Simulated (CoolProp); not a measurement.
Vapour-liquid equilibrium of carbon dioxide (1) + CH3F (R41) (2) at 271.5 K; x and y are mole fractions of (1).

Values from CoolProp's multi-fluid Helmholtz-energy mixture model, Span 1996 and Lemmon 2006; pair parameters Bell 2016.

```json
[
 {"x": "0.05", "bubble pressure, mixture model (MPa)": "2.015", "bubble pressure, Raoult's law (MPa)": "2.020", "y, mixture model": "0.071", "y, Raoult's law": "0.083"},
 {"x": "0.125", "bubble pressure, mixture model (MPa)": "2.109", "bubble pressure, Raoult's law (MPa)": "2.123", "y, mixture model": "0.170", "y, Raoult's law": "0.196"},
 {"x": "0.2", "bubble pressure, mixture model (MPa)": "2.202", "bubble pressure, Raoult's law (MPa)": "2.227", "y, mixture model": "0.262", "y, Raoult's law": "0.299"},
 {"x": "0.275", "bubble pressure, mixture model (MPa)": "2.295", "bubble pressure, Raoult's law (MPa)": "2.331", "y, mixture model": "0.349", "y, Raoult's law": "0.393"},
 {"x": "0.35", "bubble pressure, mixture model (MPa)": "2.389", "bubble pressure, Raoult's law (MPa)": "2.435", "y, mixture model": "0.431", "y, Raoult's law": "0.479"},
 {"x": "0.425", "bubble pressure, mixture model (MPa)": "2.484", "bubble pressure, Raoult's law (MPa)": "2.539", "y, mixture model": "0.509", "y, Raoult's law": "0.558"},
 {"x": "0.5", "bubble pressure, mixture model (MPa)": "2.581", "bubble pressure, Raoult's law (MPa)": "2.643", "y, mixture model": "0.584", "y, Raoult's law": "0.631"},
 {"x": "0.575", "bubble pressure, mixture model (MPa)": "2.682", "bubble pressure, Raoult's law (MPa)": "2.747", "y, mixture model": "0.656", "y, Raoult's law": "0.698"},
 {"x": "0.65", "bubble pressure, mixture model (MPa)": "2.786", "bubble pressure, Raoult's law (MPa)": "2.851", "y, mixture model": "0.724", "y, Raoult's law": "0.761"},
 {"x": "0.725", "bubble pressure, mixture model (MPa)": "2.895", "bubble pressure, Raoult's law (MPa)": "2.954", "y, mixture model": "0.790", "y, Raoult's law": "0.818"},
 {"x": "0.8", "bubble pressure, mixture model (MPa)": "3.008", "bubble pressure, Raoult's law (MPa)": "3.058", "y, mixture model": "0.852", "y, Raoult's law": "0.872"},
 {"x": "0.875", "bubble pressure, mixture model (MPa)": "3.127", "bubble pressure, Raoult's law (MPa)": "3.162", "y, mixture model": "0.910", "y, Raoult's law": "0.923"},
 {"x": "0.95", "bubble pressure, mixture model (MPa)": "3.250", "bubble pressure, Raoult's law (MPa)": "3.266", "y, mixture model": "0.965", "y, Raoult's law": "0.970"}
]
```

The largest gap from Raoult's law is -2.4 % in bubble pressure, at x = 0.575. No azeotrope shows between x = 0.05 and 0.95.

Pair parameters are fitted to limited data, so mixtures are less certain than the pure fluids.
